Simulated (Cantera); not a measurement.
Source: NASA polynomial tables (part measured, part estimated), evaluated in Cantera. Values are per mole of reaction as written; species without (g) are pure solids or liquids, kept so even where they would boil at 1 bar.

### Question
Between 698 and 1898 K, where is each reaction favourable under standard conditions?
- 4 HBO2(g) + NO2(g) ⇌ 2 B2O3(g) + N(g) + 4 OH(g)

### Answer
- 4 HBO2(g) + NO2(g) ⇌ 2 B2O3(g) + N(g) + 4 OH(g): ΔG° is 976 kJ at 698 K and 604 kJ at 1898 K; it stays positive (K < 1). ΔH° is 1200 kJ and ΔS° 314 J/K at 1898 K.
